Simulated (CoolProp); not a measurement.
Saturation properties of C2F6 (R116).

Computed with CoolProp (reference Helmholtz-energy equation of state, Lemmon 2006). It is a short technical equation, of lower accuracy than the large ones.

| T (°C) | p (bar) | vapour density (kg/m³) | enthalpy of vaporisation (kJ/kg) | vapour viscosity (µPa s) |
|---|---|---|---|---|
| -76.65 | 1.094 | 9.705 | 116.4 | 9.19 |
| -68.65 | 1.639 | 14.20 | 112.8 | 9.54 |
| -60.55 | 2.381 | 20.26 | 108.9 | 9.90 |
| -52.55 | 3.342 | 28.08 | 104.8 | 10.3 |
| -44.55 | 4.570 | 38.14 | 100.3 | 10.6 |
| -36.45 | 6.128 | 51.17 | 95.34 | 11.0 |
| -28.45 | 8.025 | 67.57 | 89.92 | 11.5 |
| -20.45 | 10.33 | 88.52 | 83.85 | 12.0 |
| -12.35 | 13.12 | 116.0 | 76.82 | 12.7 |
| -4.35 | 16.41 | 152.0 | 68.66 | 13.6 |
| 3.65 | 20.29 | 202.4 | 58.61 | 15.0 |

It boils at -78.1 °C under 1 atm.

Viscosity comes from a separate model (Huber 2003), an estimate that may be off by 10 % or more.
